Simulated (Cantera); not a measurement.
**Hydrocarbon pyrolysis for carbon deposition**

An isothermal, constant-pressure homogeneous reactor starts with C3H8 : H2 = 1 : 8.1 (molar parts), at 1275 K and 0.270 bar.

Computed with Cantera and GRI-Mech 3.0 (53 species, 325 reactions). GRI-Mech 3.0 was tuned for natural gas; its chemistry of propane as a main component is partial and can be far from experiment. GRI-Mech 3.0 stops at C3 and has no aromatics, soot or wall deposition, so with more carbon than oxygen in the feed, carbon stays in small species such as C2H2 where larger ones or solid carbon would form.

| t (s) | x C3H8 | x H2 | x C2H | x CH4 | x H |
|---|---|---|---|---|---|
| 4.00e-6 | 0.110 | 0.890 | <1e-12 | 2.99e-6 | 1.25e-6 |
| 1.63e-5 | 0.110 | 0.890 | <1e-12 | 6.20e-5 | 5.41e-6 |
| 6.63e-5 | 0.108 | 0.889 | <1e-12 | 0.00123 | 1.99e-5 |
| 0.000270 | 0.0945 | 0.878 | <1e-12 | 0.0126 | 3.65e-5 |
| 0.00110 | 0.0494 | 0.843 | 6.50e-12 | 0.0513 | 4.11e-5 |
| 0.00447 | 0.00436 | 0.807 | 4.40e-11 | 0.0927 | 2.97e-5 |
| 0.0182 | 9.05e-5 | 0.804 | 3.31e-11 | 0.0978 | 8.97e-6 |
| 0.0741 | 3.01e-6 | 0.804 | 5.15e-11 | 0.0989 | 6.83e-6 |
| 0.302 | 1.92e-6 | 0.805 | 9.27e-11 | 0.102 | 5.93e-6 |
| 1.23 | 1.17e-6 | 0.802 | 1.02e-10 | 0.111 | 4.84e-6 |
| 5.00 | 9.77e-7 | 0.787 | 7.50e-11 | 0.136 | 3.86e-6 |
x: mole fraction; the columns are a selection and need not sum to one.

Equilibrium at this temperature and pressure: C3H8 1.68e-7, H2 0.706, C2H 8.11e-12, CH4 0.271, H 1.20e-6 (gas phase only).
